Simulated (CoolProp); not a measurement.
Vapour-liquid equilibrium of cyclopropane (1) + R134a (2) at 0.623 MPa; x and y are mole fractions of (1).

Values from CoolProp's multi-fluid Helmholtz-energy mixture model, Polt 1992 and Tillner-Roth 1994; pair parameters Bell 2016. This equation is an older, rougher fit; its heat capacities, sound speeds and derivatives of the liquid may be far off and weren't checked against measurements.

| x | bubble temperature (°C) | y at the bubble point | dew temperature at overall composition x (°C) | liquid density (mol/L) |
|---|---|---|---|---|
| 0.05 | 19.8 | 0.120 | 21.6 | 12.07 |
| 0.15 | 15.5 | 0.288 | 19.0 | 12.35 |
| 0.25 | 12.9 | 0.394 | 16.4 | 12.60 |
| 0.35 | 11.4 | 0.465 | 13.9 | 12.84 |
| 0.45 | 10.7 | 0.518 | 11.7 | 13.10 |
| 0.55 | 10.4 | 0.561 | 10.5 | 13.38 |
| 0.65 | 10.6 | 0.605 | 11.1 | 13.70 |
| 0.75 | 11.2 | 0.658 | 13.0 | 14.05 |
| 0.85 | 12.8 | 0.738 | 15.5 | 14.42 |
| 0.95 | 16.3 | 0.881 | 18.2 | 14.77 |

y crosses x between x = 0.55 and 0.65: the model has an azeotrope there.

Pair parameters are fitted to limited data, so mixtures are less certain than the pure fluids.
